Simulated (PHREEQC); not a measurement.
HCl is added in steps, without added water, to 1 kg of water holding 0.0082 mol/kgw MgCl2 and 0.0033 mol/kgw Na2CO3, at 81 °C. O2 is buffered at 0.21 atm. CO2 from the air is kept out. Only these solids could form: Brucite, Nesquehonite, Halite, Nahcolite, Natron.

Base run: PHREEQC, ion-association model, wateq4f.dat. Each further column changes one thing. The table gives MgHCO3+ (mol/kgw).

```
HCl added (mol)      base  database phreeqc.dat  Debye-Hückel limiting law  all activity coefficients set to 1
---------------  --------  --------------------  -------------------------  ----------------------------------
0                0.000183                   [?]                   0.000150                            0.000308
0.001583         0.000200              0.000153                   0.000162                            0.000340
0.003167         0.000221              0.000221                   0.000177                            0.000383
0.00475          0.000135              0.000135                   0.000107                            0.000243
0.006333          2.04e-5               2.04e-5                    1.61e-5                             3.70e-5
0.007917          1.28e-7               1.28e-7                    1.12e-7                             1.81e-7
0.0095            5.78e-8               5.78e-8                    5.04e-8                             8.21e-8
0.01108           3.72e-8               3.72e-8                    3.23e-8                             5.31e-8
0.01267           2.73e-8               2.73e-8                        [?]                             3.92e-8
0.01425           2.16e-8               2.16e-8                    1.85e-8                             3.11e-8
0.01583           1.78e-8               1.78e-8                    1.52e-8                             2.58e-8
0.01742           1.51e-8               1.51e-8                    1.28e-8                             2.20e-8
0.019             1.31e-8               1.31e-8                    1.11e-8                                 [?]
```

### Question
Complete the blanks.

### Answer

- 0, database phreeqc.dat: 9.91e-5
- 0.01267, Debye-Hückel limiting law: 2.36e-8
- 0.019, all activity coefficients set to 1: 1.92e-8

Constants without temperature data keep their 25 °C values here. phreeqc.dat and wateq4f.dat share most of their constants, so their agreement is no independent check. Solids allowed in the column 'database phreeqc.dat': Halite.
